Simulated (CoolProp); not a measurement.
R1132(E) along the isobar 6500 kPa: fugacity coefficient from the reference equation and from simpler models built on Tc = 348.8 K, pc = 5174 kPa, ω = 0.245; each cubic takes its own stable root.

Model: reference Helmholtz-energy equation of state, Akasaka 2024, in CoolProp.

```csv
T (K),phase,reference,van der Waals,Redlich-Kwong,Soave-Redlich-Kwong,Peng-Robinson
316.2,liquid,0.3370,0.4553,0.3802,0.3505,0.3361
322.2,liquid,0.3737,0.4810,0.4136,0.3882,0.3724
328.2,liquid,0.4117,0.5068,0.4474,…,0.4097
334.2,liquid,0.4507,0.5324,0.4813,…,0.4477
340.1,liquid,0.4897,0.5573,0.5144,0.5056,0.4853
346.1,liquid,0.5295,…,0.5475,0.5448,0.5231
352.1,supercritical,0.5687,0.6064,0.5794,0.5825,0.5594
358.1,supercritical,0.6056,0.6296,0.6092,0.6171,0.5927
364.1,supercritical,0.6362,0.6514,0.6353,0.6460,0.6205
370.1,supercritical,0.6605,0.6710,0.6570,0.6695,0.6433
376.1,supercritical,0.6815,0.6877,0.6756,0.6900,0.6634
382,supercritical,0.6999,0.7021,0.6919,0.7082,0.6812
388,supercritical,0.7169,0.7154,0.7071,0.7252,0.6979
394,supercritical,0.7326,0.7275,0.7211,0.7409,0.7134
400,supercritical,0.7471,0.7388,0.7341,0.7554,0.7279
```

Question: What belongs in the gaps?

Answer: 
- 328.2, Soave-Redlich-Kwong: 0.4271
- 334.2, Soave-Redlich-Kwong: 0.4666
- 346.1, van der Waals: 0.5821
